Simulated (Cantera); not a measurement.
Cantera run:

```python
import numpy as np
import cantera as ct

gas_names = """
    O2 NO2
""".split()
cond_names = """
    ZrN(s) ZrN(L) ZrO2(a) ZrO2(b) ZrO2(L)
""".split()


# ... load() reads the species with a 1 bar reference pressure and builds the phases ...
species = {s.name: s for s in load("nasa_gas.yaml", gas_names) + load("nasa_condensed.yaml", cond_names)}
# Each term lists the table entries of one substance; the one whose range holds T is used.
reactions = {
    'ZrN + 2 O2(g) = ZrO2 + NO2(g)':
        [(-1, ['ZrN(s)', 'ZrN(L)']), (-2, ['O2']), (1, ['ZrO2(a)', 'ZrO2(b)', 'ZrO2(L)']), (1, ['NO2'])],
}


def pick(names, T):
    return next(species[n] for n in names if species[n].thermo.min_temp <= T <= species[n].thermo.max_temp)


results = []
for label, terms in reactions.items():
    print(label)
    print("     T/K   dH/kJ  dS/(J/K)   dG/kJ   log10 K")
    for T in [300, 1975, 2075, 2175, 2275, 2375, 2475, 2575]:
        used = [(nu, pick(names, T)) for nu, names in terms]
        dH = sum(nu * s.thermo.h(T) for nu, s in used) / 1e6
        dS = sum(nu * s.thermo.s(T) for nu, s in used) / 1e3
        dG = dH - T * dS / 1e3
        logK = -dG * 1e6 / (ct.gas_constant * T * np.log(10))
        results.append((label, T, dH, dS, dG, logK, [s.name for _, s in used]))
        print(f"{T:8g} {dH:8.1f} {dS:8.1f} {dG:8.1f} {logK:8.2f}")
```

Output:

```
ZrN + 2 O2(g) = ZrO2 + NO2(g)
     T/K   dH/kJ  dS/(J/K)   dG/kJ   log10 K
     300   -698.0   -158.7   -650.4   113.25
    1975   -687.2   -149.8   -391.3    10.35
    2075   -687.5   -150.0   -376.3     9.47
    2175   -688.0   -150.2   -361.3     8.68
    2275   -688.5   -150.4   -346.2     7.95
    2375   -689.1   -150.7   -331.2     7.28
    2475   -689.8   -151.0   -316.1     6.67
    2575   -690.6   -151.3   -301.0     6.11
```

Source: NASA polynomial tables (part measured, part estimated), evaluated in Cantera. ZrN: taken at fixed stoichiometry. Condensed species are held in their standard states even where they would react or evaporate.
